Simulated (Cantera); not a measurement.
# Equilibrium for carbothermic reduction: Ta₂O₅ + C + H₂

Charge: 1 mol Ta₂O₅, 1.7 mol C, 0.43 mol H₂, equilibrated at 2.20 mbar.

These are equilibrium values from Cantera (NASA tables, ideal gas, pure condensed phases), not measurements of a reactor. Candidate condensed phases: C, C₆H₆, C₇H₈, C₈H₁₈, H₂O, Ta, TaC, Ta₂O₅; 113 gas species. Mutual solubility and eutectic melting of coexisting phases are not modelled. TaC: taken at fixed stoichiometry. Condensed phases not in the tables: Ta₂C, N, O or C dissolved in the metal. The numbers say what is thermodynamically allowed, not how fast it happens.

```csv
T (°C),x CO,x H₂,x H,x TaO₂,x H₂O,x CO₂,n TaC(s),n Ta₂O₅(s),n Ta(s)
925,0.738,0.261,2.07e-6,<1e-12,0.000123,0.000254,0.486,0.757,0
1025,0.738,0.261,1.17e-5,<1e-12,0.000155,0.000250,0.486,0.757,0
1125,0.738,0.261,5.16e-5,2.73e-11,0.000189,0.000247,0.486,0.757,0
1225,0.738,0.261,0.000187,1.17e-9,0.000223,0.000245,0.486,0.757,0
1325,0.738,0.261,0.000580,3.09e-8,0.000257,0.000243,0.486,0.757,0
1425,0.738,0.260,0.00157,5.48e-7,0.000290,0.000241,0.486,0.757,0
1525,0.737,0.259,0.00382,6.98e-6,0.000321,0.000240,0.486,0.757,0
1625,0.735,0.256,0.00843,6.72e-5,0.000348,0.000238,0.486,0.757,0
1725,0.791,0.192,0.0150,0.000462,0.000349,0.000314,0,0.659,0.680
```
x: gas mole fraction; n: condensed amount in mol.

From 925 °C to 1625 °C the condensed part is TaC(s) + Ta₂O₅(s). At 1725 °C the condensed part is Ta(s) + Ta₂O₅(s).
